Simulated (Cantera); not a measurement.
Reactions in the system H-N-O-Zr

Standard-state values (1 bar) from the NASA 1993 polynomials, evaluated with Cantera. Values are per mole of reaction as written; species without (g) are pure solids or liquids, kept so even where they would boil at 1 bar. ZrN: taken at fixed stoichiometry.

2 ZrN + 2 H₂O₂(g) = N₂(g) + 2 ZrO₂(g) + 2 H₂(g)

```json
[
 {"T (K)": "300", "ΔH° (kJ)": "430.8", "ΔS° (J/K)": "453.6", "ΔG° (kJ)": "294.7", "log10 K": "-51.30"},
 {"T (K)": "1098", "ΔH° (kJ)": "421.6", "ΔS° (J/K)": "444.4", "ΔG° (kJ)": "-66.4", "log10 K": "3.16"},
 {"T (K)": "1123", "ΔH° (kJ)": "420.9", "ΔS° (J/K)": "443.8", "ΔG° (kJ)": "-77.5", "log10 K": "3.60"},
 {"T (K)": "1148", "ΔH° (kJ)": "420.2", "ΔS° (J/K)": "443.1", "ΔG° (kJ)": "-88.6", "log10 K": "4.03"},
 {"T (K)": "1173", "ΔH° (kJ)": "419.4", "ΔS° (J/K)": "442.5", "ΔG° (kJ)": "-99.6", "log10 K": "4.44"},
 {"T (K)": "1198", "ΔH° (kJ)": "418.7", "ΔS° (J/K)": "441.9", "ΔG° (kJ)": "-110.7", "log10 K": "4.83"},
 {"T (K)": "1223", "ΔH° (kJ)": "417.9", "ΔS° (J/K)": "441.2", "ΔG° (kJ)": "-121.7", "log10 K": "5.20"},
 {"T (K)": "1248", "ΔH° (kJ)": "417.1", "ΔS° (J/K)": "440.6", "ΔG° (kJ)": "-132.7", "log10 K": "5.56"},
 {"T (K)": "1273", "ΔH° (kJ)": "416.3", "ΔS° (J/K)": "440.0", "ΔG° (kJ)": "-143.7", "log10 K": "5.90"},
 {"T (K)": "1298", "ΔH° (kJ)": "415.5", "ΔS° (J/K)": "439.3", "ΔG° (kJ)": "-154.7", "log10 K": "6.23"},
 {"T (K)": "1323", "ΔH° (kJ)": "414.7", "ΔS° (J/K)": "438.7", "ΔG° (kJ)": "-165.7", "log10 K": "6.54"}
]
```
